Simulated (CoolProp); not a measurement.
Hydrogen chloride along the isotherm 520 K: density (kg/m³) from the reference equation and from simpler models built on Tc = 324.7 K, pc = 8314 kPa, ω = 0.130; each cubic takes its own stable root.

Values from CoolProp's reference Helmholtz-energy equation of state, Thol 2018.

```csv
p (kPa),phase,reference,ideal gas,van der Waals,Redlich-Kwong,Soave-Redlich-Kwong,Peng-Robinson
520,gas,4.408,4.385,4.409,4.407,4.401,4.407
1040,gas,8.861,8.770,8.867,8.856,8.833,8.858
1560,gas,13.36,13.16,13.37,13.35,13.30,13.35
2080,gas,17.90,17.54,17.93,17.88,17.79,17.89
2600,gas,22.49,21.93,22.54,22.46,22.32,22.47
3120,gas,27.12,26.31,27.20,?,26.87,?
3640,gas,31.80,30.70,?,31.75,31.45,31.75
4160,gas,36.52,35.08,36.68,36.45,36.07,36.46
```

Q: Some entries are withheld; supply them.

A: 
- 3120, Redlich-Kwong: 27.08
- 3120, Peng-Robinson: 27.09
- 3640, van der Waals: 31.91
